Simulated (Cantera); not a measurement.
Charge: 1 mol CH3Cl, 0.46 mol Si, 2.1 mol H2, at 1352 °C and 0.230 bar.

Cantera equilibrium calculation (NASA polynomials, part measured and part estimated; ideal gas, pure solids and liquids). Candidate condensed phases: C, C6H6, C7H8, C8H18, Si, SiC; 109 gas species. The tables' values for SiCl3 are old estimates; treat these amounts as uncertain. Rates play no part.

Base state: H2 0.760, HCl 0.236, SiCl2 0.00293, SiCl3 0.000452, CH4 0.000195, SiCl4 0.000162, H 0.000128, SiHCl3 8.14e-5 (mole fractions); condensed: C(graphite) + SiC(s).

What changes in the equilibrium state with this change: temperature from 1352 °C to 3225 °C?


```json
[
 {"species": "H", "before": "0.000128", "after": "0.547"},
 {"species": "H2", "before": "0.760", "after": "0.199"},
 {"species": "Cl", "before": "3.13e-5", "after": "0.0913"},
 {"species": "HCl", "before": "0.236", "after": "0.0502"},
 {"species": "SiC2", "before": "<1e-9", "after": "0.0201"},
 {"species": "C3", "before": "<1e-9", "after": "0.0154"},
 {"species": "Si", "before": "8.10e-9", "after": "0.0429"},
 {"species": "C2H2 (acetylene)", "before": "2.70e-5", "after": "0.0106"},
 {"species": "C2H", "before": "<1e-9", "after": "0.00910"},
 {"species": "C", "before": "<1e-9", "after": "0.00634"},
 {"species": "C2", "before": "<1e-9", "after": "0.00347"},
 {"species": "SiC", "before": "<1e-9", "after": "0.000348"},
 {"species": "CH", "before": "<1e-9", "after": "0.000302"},
 {"species": "C(graphite), mol", "before": "0.554", "after": "0"},
 {"species": "SiC(s), mol", "before": "0.445", "after": "0"}
]
```
The tables' values for SiCl, CCl are old estimates; treat these amounts as uncertain. Gases not in the tables: Si2H6 and higher silanes.

What changes in the equilibrium state with this change: pressure from 0.230 bar to 5.90e-5 bar?


```csv
species,before,after
H2,0.760,0.752
HCl,0.236,0.235
H,0.000128,0.00797
Cl,3.13e-5,0.00196
SiCl2,0.00293,0.00294
CH4,0.000195,4.91e-8
SiHCl3,8.14e-5,2.08e-8
Si,8.10e-9,3.16e-5
"C(graphite), mol",0.554,0.552
"SiC(s), mol",0.445,0.448
```
The tables' values for SiCl are old estimates; treat these amounts as uncertain.

What changes in the equilibrium state with this change: CH3Cl replaced by C2F6?


```json
[
 {"species": "HF", "before": "0", "after": "0.897"},
 {"species": "SiF4", "before": "0", "after": "0.0991"},
 {"species": "H2", "before": "0.760", "after": "0.00429"},
 {"species": "HCl", "before": "0.236", "after": "0"},
 {"species": "SiCl2", "before": "0.00293", "after": "0"},
 {"species": "SiCl3", "before": "0.000452", "after": "0"},
 {"species": "SiCl4", "before": "0.000162", "after": "0"},
 {"species": "C(graphite), mol", "before": "0.554", "after": "2.00"},
 {"species": "SiC(s), mol", "before": "0.445", "after": "0"}
]
```
The feed counts by its element totals alone. The tables' values for SiF3 are old estimates; treat these amounts as uncertain.
